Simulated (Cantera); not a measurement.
Input (Python, Cantera) and output of one run.

```python
import numpy as np
import cantera as ct

gas_names = """
    CL CL2 H HCL H2 Si SiCL SiCL2 SiCL3 SiCL4 SiH SiHCL3 SiH2 SiH2CL2 SiH3 SiH3CL SiH4 Si2 Si3
""".split()
cond_names = """
    Si(cr) Si(L)
""".split()


# ... load() reads the species with a 1 bar reference pressure and builds the phases ...
atoms = {
    'SiH4': {'Si': 1, 'H': 4},
    'HCl': {'H': 1, 'CL': 1},
    'H2': {'H': 2},
}
top_T = {}  # K; cautious upper limits of use, not melting points


# ... equilibrate(T, P, feed) seeds the gas with the atoms and calls Mixture.equilibrate('TP', solver="vcs", rtol=1e-11, max_steps=5000) ...
results = []
T = 2425  # K
P = 820  # Pa
for m in [8.1, 19, 31, 42, 53, 65, 76, 88]:
    feed = {'SiH4': 1, 'HCl': 0.02, 'H2': m}  # mol
    mix = equilibrate(T, P, feed)
    results.append((T, P, feed, dict(zip(mix.species_names, mix.species_moles))))

top = {s: max(r[3][s] / sum(r[3][g] for g in gas_names) for r in results) for s in gas_names}
cols = sorted((s for s in top if top[s] > 1e-06), key=lambda s: -top[s])[:7]
seen = [c for c in cond_names if any(r[3].get(c, 0) > 1e-12 for r in results)]
print("log10 of partial pressures in bar; condensed amounts in mol")
print(f"{'n(H2)':>10s}" + "".join(f"{s[:9]:>10s}" for s in cols + seen))
for T, P, feed, n in results:
    ng = sum(n[g] for g in gas_names)
    print(f"{feed['H2']:10.4g}" + "".join(f"{np.log10(max(n[s] / ng * P / 1e5, 1e-99)):10.3f}" for s in cols)
          + "".join(f"{n.get(c, 0):10.4g}" for c in seen))
```

Output:

```
log10 of partial pressures in bar; condensed amounts in mol
     n(H2)        H2         H        Si       SiH       HCL       Si2        CL
       8.1    -2.214    -2.854    -3.187    -4.820    -4.952    -5.422    -5.740
        19    -2.192    -2.843    -3.482    -5.105    -5.240    -6.013    -6.039
        31    -2.185    -2.840    -3.671    -5.290    -5.426    -6.390    -6.228
        42    -2.182    -2.838    -3.792    -5.410    -5.546    -6.633    -6.350
        53    -2.180    -2.837    -3.887    -5.504    -5.640    -6.823    -6.445
        65    -2.178    -2.836    -3.971    -5.587    -5.724    -6.991    -6.530
        76    -2.178    -2.836    -4.036    -5.652    -5.789    -7.121    -6.595
        88    -2.177    -2.836    -4.098    -5.713    -5.850    -7.244    -6.656
```

Cantera equilibrium calculation (NASA polynomials, part measured and part estimated; ideal gas, pure solids and liquids). The tables' values for SiCl are old estimates; treat these amounts as uncertain. Gases not in the tables: Si2H6 and higher silanes.
